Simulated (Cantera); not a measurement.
A closed system holds: 1 mol C2F6, 0.014 mol CH4, 12 mol H2, equilibrated at 47.0 Pa.

Equilibrium computed with Cantera from the NASA thermochemical tables; the gas is ideal and each condensed phase is pure. Candidate condensed phases: C, C6H6, C7H8, C8H18; 110 gas species. Ions and electrons are included (thermal ionisation). The feed counts by its element totals alone. Equilibrium is a limit: real reactors are often held back by kinetics, nucleation or transport.

**Question.** Which condensed phases are stable at each of these points (T (K)): 2500, 2750, 3000, 3250, 3500, 3750, 4000, 4250, 4500, 4750, 5000?

**Answer.** 
```json
[
 {"T (K)": "2500", "condensed phases": "C(graphite)", "C condensed (%)": "91.2"},
 {"T (K)": "2750", "condensed phases": "gas only", "C condensed (%)": "0.0"},
 {"T (K)": "3000", "condensed phases": "gas only", "C condensed (%)": "0.0"},
 {"T (K)": "3250", "condensed phases": "gas only", "C condensed (%)": "0.0"},
 {"T (K)": "3500", "condensed phases": "gas only", "C condensed (%)": "0.0"},
 {"T (K)": "3750", "condensed phases": "gas only", "C condensed (%)": "0.0"},
 {"T (K)": "4000", "condensed phases": "gas only", "C condensed (%)": "0.0"},
 {"T (K)": "4250", "condensed phases": "gas only", "C condensed (%)": "0.0"},
 {"T (K)": "4500", "condensed phases": "gas only", "C condensed (%)": "0.0"},
 {"T (K)": "4750", "condensed phases": "gas only", "C condensed (%)": "0.0"},
 {"T (K)": "5000", "condensed phases": "gas only", "C condensed (%)": "0.0"}
]
```

At 2500 K the condensed part is C(graphite). From 2750 K to 5000 K nothing is condensed.
